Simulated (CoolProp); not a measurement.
Propylene at 231.24 K and 0.07 MPa is throttled through a valve to 0.0459 MPa with no heat exchange. Each further row changes one setting.

Computed with CoolProp (reference Helmholtz-energy equation of state, Lemmon 2013).

```csv
case,temperature change (K),final density (kg/m³)
as stated,___,1.02
outlet pressure 0.0138 MPa,___,0.306
outlet pressure 0.0597 MPa,-0.4,___
```

### Question
Fill in the missing entries.

### Answer

- as stated, temperature change (K): -0.9
- outlet pressure 0.0138 MPa, temperature change (K): -2.1
- outlet pressure 0.0597 MPa, final density (kg/m³): 1.33
